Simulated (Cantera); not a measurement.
A closed system holds: 1 mol Si3H8, 26 mol H2, 0.94 mol Cl2, equilibrated at 150000 Pa.

Equilibrium computed with Cantera from the NASA thermochemical tables; the gas is ideal and each condensed phase is pure. Candidate condensed phases: Si; 19 gas species. The feed counts by its element totals alone. The tables' values for SiCl3 are old estimates; treat these amounts as uncertain. Equilibrium is a limit: real reactors are often held back by kinetics, nucleation or transport.

x: gas mole fraction; n: condensed amount in mol.

```
T (K)   x H2    x HCl  x SiHCl3   x SiCl4   x SiCl2  n Si(s)
-----  -----  -------  --------  --------  --------  -------
898    0.980  0.00214   0.00933   0.00733   6.34e-6     2.46
948    0.979  0.00351   0.00901   0.00718   1.92e-5     2.47
998    0.978  0.00545   0.00861   0.00692   5.14e-5     2.49
1048   0.976  0.00805   0.00811   0.00654  0.000124     2.51
1098   0.973   0.0114   0.00749   0.00600  0.000269     2.53
1148   0.970      ___       ___       ___       ___     2.57
1198   0.967   0.0200   0.00584   0.00448  0.000971     2.60
1248   0.963   0.0249   0.00484   0.00355   0.00162     2.64
1298   0.959      ___       ___       ___       ___     2.67
1348   0.956   0.0342   0.00278   0.00176   0.00344     2.70
1398   0.953   0.0378   0.00192   0.00108   0.00442     2.72
1448   0.951   0.0404   0.00125  0.000623   0.00529     2.74
1498   0.950   0.0421  0.000792  0.000342   0.00599     2.75
1548   0.949   0.0431  0.000493  0.000184   0.00653     2.75
```

What belongs in the gaps?


- 1298, x HCl: 0.0298
- 1298, x SiHCl3: 0.00379
- 1298, x SiCl4: 0.00261
- 1298, x SiCl2: 0.00246
- 1148, x HCl: 0.0154
- 1148, x SiHCl3: 0.00673
- 1148, x SiCl4: 0.00531
- 1148, x SiCl2: 0.000534
